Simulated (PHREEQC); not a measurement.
A made-up water analysis in mg/L, 25 °C, pH 6.99, pe -0.4:

| constituent | mg/L |
|---|---|
| Na | 772 |
| K | 35.7 |
| Ca | 39.9 |
| Mg | 85 |
| Cl | 968 |
| S(6) as SO4 | 254 |
| Alkalinity as HCO3 | 741 |
| Fe(2) | 4.17 |
| Br | 97 |
| Li | 0.0684 |
| Zn | 0.554 |

Na is adjusted to close the charge balance.
Valence states are taken as typed.

The numbers come from PHREEQC with the ion-association model, phreeqc.dat.

This is a speciation only: nothing precipitates in the calculation.

Q: What specific conductance, density does the model give?

A: specific conductance 4540 µS/cm; density 0.999 g/cm³.

Q: In which forms is C present?

A: HCO3- 81 %, CO2 15 %, MgHCO3+ 1.4 %, NaHCO3 1.1 % of the C.

Saturation is exceeded, for instance for Siderite; the values hold only as long as no solid forms. The database's zinc carbonate complexes are estimates, stronger than later reviews accept.
